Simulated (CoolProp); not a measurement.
Vapour-liquid equilibrium of R1234yf (1) + isobutane (2) at 205.7 K; x and y are mole fractions of (1).

The numbers come from the multi-fluid Helmholtz-energy mixture model, Lemmon 2022 and Bücker 2006; pair parameters Bell 2016 in CoolProp.

```
x     bubble pressure, mixture model (kPa)  bubble pressure, Raoult's law (kPa)  y, mixture model  y, Raoult's law
----  ------------------------------------  -----------------------------------  ----------------  ---------------
0.05                                 8.393                                6.070             0.351            0.109
0.2                                  12.20                                7.193             0.596            0.367
0.35                                 13.36                                8.316             0.654            0.555
0.5                                  13.81                                9.439             0.684            0.698
0.65                                 14.10                                10.56             0.719            0.811
0.8                                  14.18                                11.68             0.784            0.903
0.95                                 13.64                                12.81             0.921            0.978
```

The largest gap from Raoult's law is +69.6 % in bubble pressure, at x = 0.2. y crosses x between x = 0.65 and 0.8: the model has an azeotrope there.

Pair parameters are fitted to limited data, so mixtures are less certain than the pure fluids. With so large a gap from Raoult's law the liquid may split in two, which this calculation doesn't test in full.
